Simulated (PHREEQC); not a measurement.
Silver or lead bath

Consider water at 25 °C with 0.008 mol PbCl2 per kg of water. Closed to the air; pH follows from the charge balance.

Model: ion-association model, phreeqc.dat, run in PHREEQC.

| Quantity | Value |
|---|---|
| pH | 5.04 |
| ionic strength | 0.0200 mol/kgw |

```csv
species,molality,activity,log γ
Cl-,0.0140,0.0122,-0.061
Pb+2,0.00603,0.00346,-0.241
PbCl+,0.00193,0.00168,-0.060
PbCl2,3.22e-5,3.23e-5,0.002
H+,1.04e-5,9.23e-6,-0.051
PbOH+,8.40e-6,7.31e-6,-0.060
Pb2OH+3,1.97e-6,5.67e-7,-0.542
PbCl3-,3.59e-7,3.12e-7,-0.060
PbCl4-2,3.16e-9,1.82e-9,-0.241
OH-,1.27e-9,1.10e-9,-0.062
```

Precipitation was switched off in this run.
